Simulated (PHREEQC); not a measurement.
A solution holds 22 mmol/kgw Ni(NO3)2, 19.8 mmol/kgw H3BO3 and 1 mmol/kgw HCl, at 25 °C. Closed to the air; pH follows from the charge balance.

The numbers come from PHREEQC with the ion-association model, wateq4f.dat.

No solid was allowed to form.

Question: Estimate the pH.

Answer: pH 3.08.

Question: In which forms is Cl present?

Answer: Cl- 98 %, NiCl+ 2.2 % of the Cl.

Species that the database lacks are ignored.
